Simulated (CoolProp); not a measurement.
Vapour-liquid equilibrium of CH2F2 (R32) (1) + R1234yf (2) at 137 kPa; x and y are mole fractions of (1).

Model: multi-fluid Helmholtz-energy mixture model, Tillner-Roth 1997 and Lemmon 2022; pair parameters Bell 2023, in CoolProp.

```tsv
x	bubble temperature, mixture model (°C)	bubble temperature, Raoult's law (°C)	y, mixture model	y, Raoult's law
0.05	?	-24.4	0.171	0.125
0.125	?	-27.0	0.358	0.281
0.2	-33.5	-29.5	0.488	0.408
0.275	-36.1	-31.6	?	0.513
0.35	-38.2	-33.6	0.651	0.601
0.425	-39.8	-35.4	0.704	0.675
0.5	-41.1	-37.1	?	0.739
0.575	?	-38.6	0.783	0.793
0.65	-43.0	-40.0	0.815	0.841
0.725	-43.7	-41.3	0.847	0.883
0.8	?	-42.6	0.880	0.920
0.875	-44.9	-43.7	0.917	0.953
0.95	?	-44.8	?	0.982
```

Task: Some entries are withheld; supply them.

Result: 
- 0.05, bubble temperature, mixture model (°C): -25.8
- 0.125, bubble temperature, mixture model (°C): -30.1
- 0.275, y, mixture model: 0.582
- 0.5, y, mixture model: 0.746
- 0.575, bubble temperature, mixture model (°C): -42.1
- 0.8, bubble temperature, mixture model (°C): -44.3
- 0.95, bubble temperature, mixture model (°C): -45.3
- 0.95, y, mixture model: 0.962

The largest gap from Raoult's law is -4.6 K in bubble temperature, at x = 0.35. No azeotrope shows between x = 0.05 and 0.95.

The pair parameters rest on a limited set of measurements; away from them the model extrapolates.
